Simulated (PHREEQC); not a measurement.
Make-up at 80 °C: 2.4 mmol/kgw CuSO4, 110 mmol/kgw H2SO4 and 50 mmol/kgw H3BO3. Closed to the air; pH follows from the charge balance.

The numbers come from PHREEQC with the ion-association model, phreeqc.dat.

Each row changes one thing in this solution. No solid was allowed to form.

| case | pH | ionic strength (mol/kgw) | HSO4- (mol/kgw) | SO4-2 (mol/kgw) | Cu+2 (mol/kgw) | CuSO4 (mol/kgw) |
|---|---|---|---|---|---|---|
| as made | 1.04 | 0.128 | 0.105 | 0.00698 | 0.00201 | 0.000394 |
| temperature from 80 to 25 °C | 0.98 | 0.155 | 0.0906 | 0.0211 | 0.00163 | 0.000766 |
| temperature from 80 to 90 °C | 1.04 | 0.125 | 0.107 | 0.00546 | 0.00208 | 0.000323 |
| H3BO3 left out | 1.04 | 0.128 | 0.105 | 0.00698 | 0.00201 | 0.000394 |
| diluted 5-fold with water | 1.66 | 0.0301 | 0.0187 | 0.00365 | 0.000382 | 9.79e-5 |
| H3BO3 replaced by NaBF4 at the same molality | 1.06 | 0.173 | 0.103 | 0.00804 | 0.00203 | 0.000367 |

Complexes and solids missing from the database can't appear. At this temperature some constants are extrapolated from 25 °C, and those without enthalpy data are left unchanged. Real BF4- forms and hydrolyses slowly; the run takes it at equilibrium.
